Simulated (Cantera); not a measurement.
Cantera run:

```python
import numpy as np
import cantera as ct

gas_names = """
    B BCL BCL2 BCL3 BH BH2 BH3 BN BO BOCL BO2 B2 B2O B2O2 B2O3 B3O3CL3 B3O3H3 CL CLO CL2 H HBO HBO2 HCL
    HNO HNO2 HNO3 HOCL HO2 H2 H2O H2O2 H3B3O6 N NH NH2 NH3 NH2OH NO NO2 NO3 N2 N2H2 N2H4 N2O O OH O2 O3
""".split()
cond_names = """
    B(b) B(L) BN(s) B2O3(L) B3O3H3(cr) H2O(s) H2O(L) NH4CL(a) NH4CL(b)
""".split()


def load(file, names, dense=False):
    # The tables refer to 1 bar. Condensed volumes are neglected.
    table = {s.name: s for s in ct.Species.list_from_file(file)}
    out = []
    for n in names:
        d = dict(table[n].input_data)
        d["thermo"] = dict(d["thermo"], **{"reference-pressure": 1e5})
        if dense:
            d["equation-of-state"] = {"model": "constant-volume", "density": "1e6 g/cm^3"}
        out.append(ct.Species.from_dict(d))
    return out


gas = ct.Solution(thermo="ideal-gas", species=load("nasa_gas.yaml", gas_names))
cond = {s.name: ct.Solution(thermo="fixed-stoichiometry", species=[s], name=s.name)
        for s in load("nasa_condensed.yaml", cond_names, dense=True)}
atoms = {
    'BCl3': {'B': 1, 'CL': 3},
    'H2': {'H': 2},
    'N2': {'N': 2},
    'O2': {'O': 2},
}
top_T = {'BN(s)': 3200}  # K; cautious upper limits of use, not melting points


def equilibrate(T, P, feed):
    n = {}
    for name, mol in feed.items():
        for a, k in atoms[name].items():
            n[a] = n.get(a, 0.0) + k * mol
    gas.TPX = T, P, n
    mass = sum(n.values()) * gas.mean_molecular_weight
    gas.equilibrate("TP")
    valid = [c for c in cond.values() if c.min_temp <= T <= top_T.get(c.name, c.max_temp)]
    mix = ct.Mixture([(gas, mass / gas.mean_molecular_weight)] + [(c, 0.0) for c in valid])
    mix.T, mix.P = T, P
    mix.equilibrate("TP", solver="vcs", rtol=1e-11, max_steps=5000)
    return mix


results = []
feed = {'BCl3': 1, 'H2': 87, 'N2': 0.52, 'O2': 0.9}  # mol
P = 1800  # Pa
for T in [823, 973, 1123, 1273, 1423, 1573, 1723, 1873, 2023]:
    mix = equilibrate(T, P, feed)
    results.append((T, P, feed, dict(zip(mix.species_names, mix.species_moles))))
    x = sorted(zip(gas.X, gas.species_names), reverse=True)
    print(f"T = {T:g} K  P = {P:g} Pa  gas = {mix.phase_moles(0):.4g} mol")
    print("   x: " + "  ".join(f"{s} {v:.3e}" for v, s in x if v > 1e-06))
    print("   condensed (mol): " + ("  ".join(f"{mix.phase(i).name} {mix.phase_moles(i):.4g}"
          for i in range(1, mix.n_phases) if mix.phase_moles(i) > 1e-12) or "none"))
```

Result:

```
T = 823 K  P = 1800 Pa  gas = 89.02 mol
   x: H2 9.571e-01  HCL 3.370e-02  N2 5.840e-03  H2O 3.367e-03  NH3 3.072e-06  H3B3O6 2.075e-06
   condensed (mol): B2O3(L) 0.4997
T = 973 K  P = 1800 Pa  gas = 89.02 mol
   x: H2 9.571e-01  HCL 3.370e-02  N2 5.841e-03  H2O 3.366e-03  HBO2 6.333e-06
   condensed (mol): B2O3(L) 0.4996
T = 1123 K  P = 1800 Pa  gas = 89.02 mol
   x: H2 9.570e-01  HCL 3.370e-02  N2 5.841e-03  H2O 3.315e-03  HBO2 1.100e-04
   condensed (mol): B2O3(L) 0.495
T = 1273 K  P = 1800 Pa  gas = 89.06 mol
   x: H2 9.566e-01  HCL 3.368e-02  N2 5.839e-03  H2O 2.938e-03  HBO2 8.924e-04  HBO 3.005e-05  H 5.199e-06  B2O3 4.821e-06  BOCL 1.853e-06
   condensed (mol): B2O3(L) 0.4584
T = 1423 K  P = 1800 Pa  gas = 89.24 mol
   x: H2 9.540e-01  HCL 3.358e-02  N2 5.827e-03  HBO2 3.756e-03  H2O 1.828e-03  HBO 6.465e-04  B2O3 2.279e-04  H 4.836e-05  BOCL 3.302e-05  B2O2 4.068e-06  CL 1.394e-06
   condensed (mol): B2O3(L) 0.2813
T = 1573 K  P = 1800 Pa  gas = 89.53 mol
   x: H2 9.486e-01  HCL 3.338e-02  HBO2 6.196e-03  N2 5.808e-03  HBO 2.791e-03  H2O 1.771e-03  B2O3 9.686e-04  H 2.952e-04  BOCL 1.227e-04  B2O2 5.068e-05  BO 2.043e-05  CL 8.254e-06
   condensed (mol): none
T = 1723 K  P = 1800 Pa  gas = 89.59 mol
   x: H2 9.466e-01  HCL 3.331e-02  N2 5.804e-03  HBO2 5.579e-03  HBO 3.699e-03  H2O 2.595e-03  H 1.322e-03  B2O3 7.560e-04  BOCL 1.440e-04  BO 1.006e-04  B2O2 6.381e-05  CL 3.604e-05
   condensed (mol): none
T = 1873 K  P = 1800 Pa  gas = 89.75 mol
   x: H2 9.423e-01  HCL 3.314e-02  N2 5.794e-03  HBO2 4.838e-03  H 4.670e-03  HBO 4.506e-03  H2O 3.510e-03  B2O3 5.625e-04  BO 3.678e-04  BOCL 1.586e-04  CL 1.244e-04  B2O2 7.190e-05  BO2 2.255e-06  OH 1.350e-06
   condensed (mol): none
T = 2023 K  P = 1800 Pa  gas = 90.2 mol
   x: H2 9.323e-01  HCL 3.274e-02  H 1.367e-02  N2 5.765e-03  HBO 4.984e-03  H2O 4.485e-03  HBO2 3.988e-03  BO 1.037e-03  B2O3 3.839e-04  CL 3.565e-04  BOCL 1.608e-04  B2O2 7.011e-05  BO2 7.350e-06  OH 6.848e-06  BCL 1.489e-06
   condensed (mol): none
```

Cantera equilibrium calculation (NASA polynomials, part measured and part estimated; ideal gas, pure solids and liquids). The tables' values for BOCl are old estimates; treat these amounts as uncertain.
